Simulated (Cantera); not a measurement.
Feed: 1 mol SiHCl3, 0.19 mol NH3, 20 mol N2, held at 773 K and 0.0200 bar.

Method: chemical equilibrium by Gibbs-energy minimisation in Cantera with the NASA 1993 tables (ideal gas, pure condensed phases). Equilibrium is a limit: real reactors are often held back by kinetics, nucleation or transport.

```tsv
species	before	after
N2	0.916	0.896
SiCl2	<1e-9	0.0433
HCl	0.0525	0.0420
SiCl4	0.0217	6.96e-6
H2	0.0102	0.0133
Cl	<1e-9	0.00312
H	<1e-9	0.00133
SiCl	<1e-9	0.000454
Si	<1e-9	0.000297
SiN	<1e-9	1.03e-5
SiCl3	7.29e-8	0.000512
Si3N4(s), mol	0.178	0
```
Gas species are given as mole fractions.

Problem. Which change was made?
A) N2 from 20 to 2.5 mol
B) pressure from 0.0200 bar to 0.000330 bar
C) NH3 from 0.19 to 6.2 mol
D) temperature from 773 K to 2000 K

Solution. D, temperature from 773 K to 2000 K. The tables' values for SiCl3, SiCl, SiN are old estimates; treat these amounts as uncertain
